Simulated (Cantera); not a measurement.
Charge: 1 mol Cu, 0.24 mol H₂O, 2 mol H₂, at 927 °C and 10.0 mbar.

Cantera equilibrium calculation (NASA polynomials, part measured and part estimated; ideal gas, pure solids and liquids). Candidate condensed phases: Cu, CuO, Cu(OH)₂, Cu₂O, H₂O; 12 gas species. Kinetics and transport are ignored.

Base state: H₂ 0.893, H₂O 0.107 (mole fractions); condensed: Cu(s).

Problem. What changes in the equilibrium state with this change: temperature from 927 °C to 1702 °C?

Solution. 
```csv
species,before,after
H₂,0.893,0.609
Cu,1.23e-6,0.305
H₂O,0.107,0.0736
H,1.86e-6,0.0107
Cu₂,<1e-9,0.00104
OH,1.79e-9,0.000123
"Cu(s), mol",1.000,0
```
